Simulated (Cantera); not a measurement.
# Equilibrium for hydrogen reduction and annealing atmospheres: Fe₃O₄ + H₂

Input: 1 mol Fe₃O₄, 2300 mol H₂, equilibrated at 0.180 bar.

Cantera equilibrium calculation (NASA polynomials, part measured and part estimated; ideal gas, pure solids and liquids). Candidate condensed phases: Fe, FeO, Fe(OH)₂, Fe(OH)₃, Fe₂O₃, Fe₃O₄, H₂O; 12 gas species. The numbers say what is thermodynamically allowed, not how fast it happens.

```tsv
T (K)	log p H₂	log p H₂O	log p H	log p Fe	log p OH	n Fe(α)	n Fe(γ)
950	-0.75	-3.50	-9.63	<-12	<-12	3.00	0
1025	-0.75	-3.50	-8.73	<-12	<-12	3.00	0
1100	-0.75	-3.50	-7.96	-11.90	<-12	3.00	0
1175	-0.75	-3.50	-7.28	-10.68	-12.20	3.00	0
1250	-0.75	-3.50	-6.69	-9.61	-11.43	0	3.00
1325	-0.75	-3.50	-6.16	-8.66	-10.75	0	3.00
1400	-0.75	-3.50	-5.69	-7.81	-10.15	0	3.00
1475	-0.75	-3.50	-5.26	-7.06	-9.60	0	3.00
1550	-0.75	-3.50	-4.87	-6.38	-9.11	0	2.99
```
log p: log10 of the partial pressure in bar; n: condensed amount in mol.

From 950 K to 1175 K the condensed part is Fe(α). From 1250 K to 1550 K the condensed part is Fe(γ).
